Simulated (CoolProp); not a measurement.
Vapour-liquid equilibrium of propane (1) + R134a (2) at 236.4 K; x and y are mole fractions of (1).

Computed with CoolProp (multi-fluid Helmholtz-energy mixture model, Lemmon 2009 and Tillner-Roth 1994; pair parameters Bell 2016).

| x | bubble pressure (MPa) | y at the bubble point | dew pressure at overall composition x (MPa) | liquid density (mol/L) |
|---|---|---|---|---|
| 0.05 | 0.09804 | 0.401 | 0.06364 | 13.70 |
| 0.2 | 0.1470 | 0.630 | 0.07497 | 13.42 |
| 0.35 | 0.1568 | 0.665 | 0.09101 | 13.19 |
| 0.5 | 0.1577 | 0.670 | 0.1152 | 13.03 |
| 0.65 | 0.1580 | 0.676 | 0.1528 | 12.94 |
| 0.8 | 0.1566 | 0.713 | 0.1484 | 12.93 |
| 0.95 | 0.1413 | 0.867 | 0.1326 | 13.00 |

y crosses x between x = 0.65 and 0.8: the model has an azeotrope there.

The pair parameters rest on a limited set of measurements; away from them the model extrapolates. With so large a gap from Raoult's law the liquid may split in two, which this calculation doesn't test in full.
